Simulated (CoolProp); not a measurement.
Vapour-liquid equilibrium of acetone (1) + n-heptane (2) at 295 K; x and y are mole fractions of (1).

Model: multi-fluid Helmholtz-energy mixture model, Lemmon 2006 and Span 2003; pair parameters Bell 2016, in CoolProp.

**Question.** Give the bubble pressure and the first vapour's composition at x = 0.2, 0.8, 0.95. Is there an azeotrope?

**Answer.** x = 0.2: 21.28 kPa, y = 0.789; x = 0.8: 26.79 kPa, y = 0.871; x = 0.95: 27.11 kPa, y = 0.944. y crosses x between x = 0.8 and 0.95: the model has an azeotrope there.

The pair parameters rest on a limited set of measurements; away from them the model extrapolates. With so large a gap from Raoult's law the liquid may split in two, which this calculation doesn't test in full.
